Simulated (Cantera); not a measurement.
What does this Cantera script print?

```python
import numpy as np
import cantera as ct

gas_names = [...]  # 130 gases of nasa_gas.yaml made of C, H, Mg, O, S
cond_names = """
    C(gr) C6H6(L) C7H8(L) C8H18(L),n-octa H2O(s) H2O(L) H2SO4(L) Mg(cr) Mg(L) MgCO3(s) MgO(s) MgO(L)
    MgO2H2(s) MgS(s) MgSO4(s) MgSO4(L) S(cr1) S(cr2) S(L)
""".split()


# ... load() reads the species with a 1 bar reference pressure and builds the phases ...
atoms = {
    'MgSO4': {'Mg': 1, 'S': 1, 'O': 4},
    'H2': {'H': 2},
    'H2O': {'H': 2, 'O': 1},
    'CO2': {'C': 1, 'O': 2},
}
top_T = {'C(gr)': 4500, 'MgS(s)': 2250}  # K; cautious upper limits of use, not melting points


# ... equilibrate(T, P, feed) seeds the gas with the atoms and calls Mixture.equilibrate('TP', solver="vcs", rtol=1e-11, max_steps=5000) ...
results = []
feed = {'MgSO4': 1, 'H2': 2.4, 'H2O': 1.3, 'CO2': 9.2}  # mol
T = 1900  # K
for P in [10, 68, 460, 3200, 22000, 150000, 1000000]:
    mix = equilibrate(T, P, feed)
    results.append((T, P, feed, dict(zip(mix.species_names, mix.species_moles))))
    x = sorted(zip(gas.X, gas.species_names), reverse=True)
    print(f"T = {T:g} K  P = {P:g} Pa  gas = {mix.phase_moles(0):.4g} mol")
    print("   x: " + "  ".join(f"{s} {v:.3e}" for v, s in x if v > 0.001))
    print("   condensed (mol): " + ("  ".join(f"{mix.phase(i).name} {mix.phase_moles(i):.4g}"
          for i in range(1, mix.n_phases) if mix.phase_moles(i) > 1e-12) or "none"))
```

Output:

```
T = 1900 K  P = 10 Pa  gas = 14.65 mol
   x: CO2 4.817e-01  H2O 2.254e-01  CO 1.461e-01  SO2 6.613e-02  O2 3.266e-02  H2 1.625e-02  OH 1.153e-02  H 1.011e-02  O 5.392e-03  Mg 2.427e-03  SO 2.093e-03
   condensed (mol): MgO(s) 0.9635
T = 1900 K  P = 68 Pa  gas = 14.14 mol
   x: CO2 5.413e-01  H2O 2.455e-01  CO 1.095e-01  SO2 6.926e-02  H2 1.179e-02  O2 1.081e-02  OH 5.650e-03  H 3.305e-03  SO 1.462e-03  O 1.189e-03
   condensed (mol): MgO(s) 0.9964
T = 1900 K  P = 460 Pa  gas = 13.96 mol
   x: CO2 5.645e-01  H2O 2.532e-01  CO 9.445e-02  SO2 7.039e-02  H2 1.006e-02  OH 2.426e-03  O2 2.335e-03  SO 1.229e-03  H 1.174e-03
   condensed (mol): MgO(s) 0.9995
T = 1900 K  P = 3200 Pa  gas = 13.92 mol
   x: CO2 5.704e-01  H2O 2.555e-01  CO 9.077e-02  SO2 7.067e-02  H2 9.661e-03  SO 1.173e-03
   condensed (mol): MgO(s) 0.9999
T = 1900 K  P = 22000 Pa  gas = 13.9 mol
   x: CO2 5.716e-01  H2O 2.562e-01  CO 9.006e-02  SO2 7.072e-02  H2 9.591e-03  SO 1.162e-03
   condensed (mol): MgO(s) 0.9999
T = 1900 K  P = 150000 Pa  gas = 13.9 mol
   x: CO2 5.722e-01  H2O 2.565e-01  CO 8.967e-02  SO2 7.062e-02  H2 9.548e-03  SO 1.155e-03
   condensed (mol): MgO(s) 0.9999
T = 1900 K  P = 1e+06 Pa  gas = 13.89 mol
   x: CO2 5.740e-01  H2O 2.566e-01  CO 8.816e-02  SO2 6.999e-02  H2 9.363e-03  SO 1.121e-03
   condensed (mol): MgO(s) 0.9999
```

Equilibrium computed with Cantera from the NASA thermochemical tables; the gas is ideal and each condensed phase is pure.
